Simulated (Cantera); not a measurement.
# V + NH3 (tantalum, niobium, vanadium and zirconium in process gases)

Feed: 1 mol V, 16 mol NH3, at 1548.15 K.

Method: chemical equilibrium by Gibbs-energy minimisation in Cantera with the NASA 1993 tables (ideal gas, pure condensed phases). Candidate condensed phases: V, VN; 11 gas species. VN: taken at fixed stoichiometry. Condensed phases not in the tables: V2N, N, O or C dissolved in the metal. Kinetics and transport are ignored.

At 0.100 Pa the condensed part is V(s). From 1.50 Pa to 10.0 bar the condensed part is VN(s).

```
P (Pa)    x H2   x N2       x H       x V     x NH3  n V(s)  n VN(s)
-------  -----  -----  --------  --------  --------  ------  -------
0.100    0.727  0.247    0.0263  0.000316  1.66e-11   0.990        0
1.50     0.756  0.237   0.00692   1.28e-5  2.58e-10       0    1.000
22       0.760  0.238   0.00181   2.28e-7   3.83e-9       0    1.000
320      0.761  0.238  0.000476   4.10e-9   5.58e-8       0     1.00
4600     0.762  0.238  0.000126  7.53e-11   8.03e-7       0     1.00
68000    0.762  0.238   3.26e-5  1.32e-12   1.19e-5       0     1.00
1000000  0.762  0.238   8.51e-6    <1e-12  0.000175       0     1.00
```
x: gas mole fraction; n: condensed amount in mol.
